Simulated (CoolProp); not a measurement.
A single-stage vapour-compression cycle with R123: evaporating at 264.15 K (dew point), condensing at 325.15 K (bubble point), superheat 8 K, subcooling 8 K, compressor efficiency 0.6, no pressure losses. Each further row changes one setting.

Computed with CoolProp (reference Helmholtz-energy equation of state, Younglove 1994). It is a modified Benedict-Webb-Rubin equation, recast in Helmholtz form.

```csv
case,cooling COP,pressure ratio,discharge temperature (K),refrigerating effect (kJ/kg),volumetric capacity (kJ/m³)
as stated,2.19,10.6,365.8,136,199
evaporating temperature 269.15 K,2.48,8.33,361.8,139,255
condensing temperature 320.15 K,2.44,9.10,…,142,206
subcooling 13 K,2.27,10.6,365.8,142,206
superheat 18 K,…,10.6,377.2,143,200
compressor efficiency 0.5,…,10.6,381.8,136,199
```

Question: Some entries are withheld; supply them.

Answer: 
- condensing temperature 320.15 K, discharge temperature (K): 359.5
- superheat 18 K, cooling COP: 2.21
- compressor efficiency 0.5, cooling COP: 1.82
